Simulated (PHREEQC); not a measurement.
# Nickel, zinc or cadmium bath

Consider water at 25 °C with 5.2 mmol/kgw ZnSO4, 3.1 mmol/kgw NaCl and 0.034 mmol/kgw FeSO4. Closed to the air; pH follows from the charge balance.

Model: ion-association model, phreeqc.dat, run in PHREEQC.

No solid was allowed to form.

### Question
What pH, specific conductance does the model give?

### Answer
pH 5.82; specific conductance 1220 µS/cm.

### Question
In which forms is S present?

### Answer
SO4-2 74 %, ZnSO4 24 %, Zn(SO4)2-2 1.5 %, NaSO4- 0.7 % of the S.

Complexes and solids missing from the database can't appear.
